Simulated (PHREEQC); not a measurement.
Make-up at 25 °C: 0.25 mol CuCl2, 0.0076 mol HCl and 0.049 mol NaCl per kg of water. Closed to the air; pH follows from the charge balance.

The numbers come from PHREEQC with the ion-association model, wateq4f.dat.

| quantity | before | after |
|---|---|---|
| pH | 2.24 | 3.20 |
| ionic strength (mol/kgw) | 0.679 | 0.0777 |
| Cl- (mol/kgw) | 0.490 | 0.0541 |
| Cu+2 (mol/kgw) | 0.189 | 0.0235 |
| CuCl+ (mol/kgw) | 0.0564 | 0.00146 |
| CuCl2 (mol/kgw) | 0.00497 | 2.57e-5 |
| SI of Halite (NaCl) | -3.56 | -5.36 |
| SI of Atacamite (Cu2(OH)3Cl) | -3.88 | -3.12 |

Task: Which change was made?
(A) HCl from 0.0076 to 0.00152 mol/kgw
(B) HCl from 0.0076 to 0.00836 mol/kgw
(C) HCl replaced by RbCl at the same molality
(D) diluted 10-fold with water

Result: D, diluted 10-fold with water

Precipitation was switched off in this run.
